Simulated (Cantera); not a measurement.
An isothermal, constant-pressure homogeneous reactor starts with CH4 : CO2 : H2 = 1 : 0.79 : 0.36 (molar parts), at 1375 K and 27.0 bar.

Cantera simulation using GRI-Mech 3.0 (53 species, 325 reactions); the numbers are that mechanism's predictions, not measurements. The pressure lies above the range GRI-Mech 3.0 was tuned for (to about 10 atm).

Task: Predict: x(CH4) at 70.0 s; x(CO2) at 70.0 s; x(H2) at 70.0 s; x(CH3) at 70.0 s; x(CH2CO) at 70.0 s.

Result: 
- x(CH4) at 70.0 s = 0.306 (gas-phase equilibrium 0.0735)
- x(CO2) at 70.0 s = 0.111 (gas-phase equilibrium 0.00454)
- x(H2) at 70.0 s = 0.162 (gas-phase equilibrium 0.494)
- x(CH3) at 70.0 s = 1.00e-5 (gas-phase equilibrium 1.38e-6)
- x(CH2CO) at 70.0 s = 3.40e-6 (gas-phase equilibrium 3.91e-7)
